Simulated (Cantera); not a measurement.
## Thermodynamics of carbon deposition, reforming and gasification, feed CH4 + H2 + O2

Charge: 1 mol CH4, a varied amount of H2, 1.4 mol O2, at 2275 °C and 8300 Pa.

Method: chemical equilibrium by Gibbs-energy minimisation in Cantera with the NASA 1993 tables (ideal gas, pure condensed phases). Candidate condensed phases: C, C6H6, C7H8, C8H18, H2O; 110 gas species. The numbers say what is thermodynamically allowed, not how fast it happens.

From 2.6 mol H2 to 82 mol H2 nothing is condensed. The main C-bearing gas is CO throughout.

```tsv
n(H2) (mol)	x H2	x H2O	x CO	x H	x CO2	x OH	x O	x O2
2.6	0.463	0.282	0.156	0.0731	0.0150	0.00971	0.001000	0.000248
3.5	0.521	0.246	0.137	0.0775	0.0102	0.00799	0.000776	0.000149
4.7	0.578	0.209	0.117	0.0816	0.00672	0.00647	0.000596	8.83e-5
6.2	0.629	0.177	0.0993	0.0851	0.00440	0.00523	0.000462	5.30e-5
8.3	0.678	0.145	0.0816	0.0884	0.00275	0.00412	0.000351	3.06e-5
11	0.720	0.117	0.0663	0.0911	0.00171	0.00324	0.000268	1.78e-5
15	0.759	0.0915	0.0519	0.0936	0.000988	0.00247	0.000198	9.77e-6
20	0.789	0.0718	0.0408	0.0954	0.000586	0.00190	0.000150	5.56e-6
26	0.812	0.0570	0.0324	0.0967	0.000360	0.00149	0.000116	3.32e-6
35	0.832	0.0436	0.0248	0.0979	0.000205	0.00112	8.62e-5	1.85e-6
46	0.847	0.0338	0.0193	0.0988	0.000122	0.000864	6.58e-5	1.07e-6
62	0.860	0.0255	0.0145	0.0995	6.83e-5	0.000647	4.89e-5	5.94e-7
82	0.869	0.0195	0.0111	0.100	3.96e-5	0.000492	3.70e-5	3.40e-7
```
x: gas mole fraction; nothing condenses.
